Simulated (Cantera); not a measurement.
Charge: 1 mol Si, 6 mol HCl, 14 mol H₂, at 650 °C and 1 atm.

Cantera equilibrium calculation (NASA polynomials, part measured and part estimated; ideal gas, pure solids and liquids). Candidate condensed phases: Si; 19 gas species. Kinetics and transport are ignored.

Base state: H₂ 0.841, HCl 0.107, SiCl₄ 0.0512, SiHCl₃ 0.00144 (mole fractions); condensed: gas only.

Task: What changes in the equilibrium state with this change: HCl from 6 to 1.3 mol?

Result: 
```json
[
 {"species": "H₂", "before": "0.841", "after": "0.972"},
 {"species": "SiHCl₃", "before": "0.00144", "after": "0.0117"},
 {"species": "SiCl₄", "before": "0.0512", "after": "0.0115"},
 {"species": "HCl", "before": "0.107", "after": "0.00341"},
 {"species": "SiH₃Cl", "before": "2.69e-9", "after": "2.86e-5"},
 {"species": "SiH₂Cl₂", "before": "3.96e-6", "after": "0.00116"},
 {"species": "SiCl₂", "before": "6.78e-8", "after": "1.72e-5"},
 {"species": "Si(s), mol", "before": "0", "after": "0.635"}
]
```
The tables' values for SiCl₃ are old estimates; treat these amounts as uncertain.
